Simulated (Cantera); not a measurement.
An isothermal, constant-pressure homogeneous reactor starts with H2 : O2 = 0.029 : 1 (molar parts), equivalence ratio 0.015, at 1450 K and 210 Pa. Integrator tolerance rtol = 1e-08.

Model: GRI-Mech 3.0 (53 species, 325 reactions), integrated in Cantera. Radical loss at walls, strong at low pressure, is not modelled.

Task: What does this change do: 0.015 parts H2O added?

Result: 
| quantity | before | after |
|---|---|---|
| x(H2) at 50.0 s | 1.33e-5 (gas-phase equilibrium 6.02e-7) | 1.23e-5 (gas-phase equilibrium 9.07e-7) |
| x(O2) at 50.0 s | 0.970 (gas-phase equilibrium 0.971) | 0.956 (gas-phase equilibrium 0.957) |
| x(OH) at 50.0 s | 0.000860 (gas-phase equilibrium 0.000183) | 0.000820 (gas-phase equilibrium 0.000223) |
| x(HO2) at 50.0 s | 3.40e-8 (gas-phase equilibrium 4.84e-8) | 3.62e-8 (gas-phase equilibrium 5.85e-8) |
| x(H2O2) at 50.0 s | 9.81e-10 (gas-phase equilibrium 1.98e-10) | 1.01e-9 (gas-phase equilibrium 2.94e-10) |
| x(H) at 50.0 s | 1.70e-5 (gas-phase equilibrium 1.61e-7) | 9.94e-6 (gas-phase equilibrium 1.98e-7) |

Task: What does this change do: pressure from 210 Pa to 150 Pa?

Result: 
```
quantity                                              before                                     after
-----------------  -----------------------------------------  ----------------------------------------
x(H2) at 50.0 s      1.33e-5 (gas-phase equilibrium 6.02e-7)   3.55e-5 (gas-phase equilibrium 7.12e-7)
x(O2) at 50.0 s          0.970 (gas-phase equilibrium 0.971)       0.968 (gas-phase equilibrium 0.971)
x(OH) at 50.0 s    0.000860 (gas-phase equilibrium 0.000183)  0.00140 (gas-phase equilibrium 0.000199)
x(HO2) at 50.0 s     3.40e-8 (gas-phase equilibrium 4.84e-8)   3.99e-8 (gas-phase equilibrium 4.44e-8)
x(H2O2) at 50.0 s  9.81e-10 (gas-phase equilibrium 1.98e-10)  1.19e-9 (gas-phase equilibrium 1.67e-10)
x(H) at 50.0 s       1.70e-5 (gas-phase equilibrium 1.61e-7)   7.47e-5 (gas-phase equilibrium 2.07e-7)
```
